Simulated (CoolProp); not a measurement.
A single-stage vapour-compression cycle with R125: evaporating at 296.15 K (dew point), condensing at 316.15 K (bubble point), superheat 10 K, subcooling 5 K, compressor efficiency 0.8, no pressure losses. Each further row changes one setting.

Values from CoolProp's reference Helmholtz-energy equation of state, Lemmon 2005.

| case | cooling COP | pressure ratio | discharge temperature (K) | refrigerating effect (kJ/kg) | volumetric capacity (kJ/m³) |
|---|---|---|---|---|---|
| as stated | 9.94 | 1.65 | 328.6 | 102 | 7970 |
| evaporating temperature 301.15 K | 13.8 | 1.45 | 328.0 | 104 | 9370 |
| condensing temperature 311.15 K | 13.9 | 1.46 | 323.0 | 109 | 8540 |
| subcooling 10 K | 10.7 | 1.65 | 328.6 | 109 | 8560 |
| superheat 20 K | 10.1 | 1.65 | 338.0 | 111 | 8160 |
| compressor efficiency 0.7 | 8.70 | 1.65 | 329.8 | 102 | 7970 |
